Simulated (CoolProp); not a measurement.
cis-2-butene along the isotherm 357 K: density (kg/m³) from the reference equation and from simpler models built on Tc = 435.8 K, pc = 4.236 MPa, ω = 0.202; each cubic takes its own stable root.

The numbers come from the reference Helmholtz-energy equation of state, Lemmon 2005 in CoolProp. It is a short technical equation, of lower accuracy than the large ones.

| p (MPa) | phase | reference |
|---|---|---|
| 1.77 | liquid | 539.3 |
| 3.53 | liquid | 545.0 |
| 5.3 | liquid | 550.2 |
| 7.06 | liquid | 554.9 |
| 8.83 | liquid | 559.4 |
| 10.6 | liquid | 563.5 |
| 12.4 | liquid | 567.4 |
| 14.1 | liquid | 570.9 |
| 15.9 | liquid | 574.4 |
| 17.7 | liquid | 577.7 |
| 19.4 | liquid | 580.7 |
| 21.2 | liquid | 583.8 |

Problem. How far does each simpler model (van der Waals, Redlich-Kwong, Soave-Redlich-Kwong, Peng-Robinson) lie from the reference over these 12 states: mean and median of the absolute difference, and the worst?

Solution. 
- van der Waals: mean 38.5 %, median 33.5 %, worst -91.6 % at 357 K and 1.77 MPa
- Redlich-Kwong: mean 9.6 %, median 9.1 %, worst -13.4 % at 357 K and 1.77 MPa
- Soave-Redlich-Kwong: mean 7.4 %, median 7.1 %, worst -9.9 % at 357 K and 1.77 MPa
- Peng-Robinson: mean 4.3 %, median 4.6 %, worst +5.7 % at 357 K and 21.2 MPa

At some of these states van der Waals gives the other phase, because its saturation line lies elsewhere.
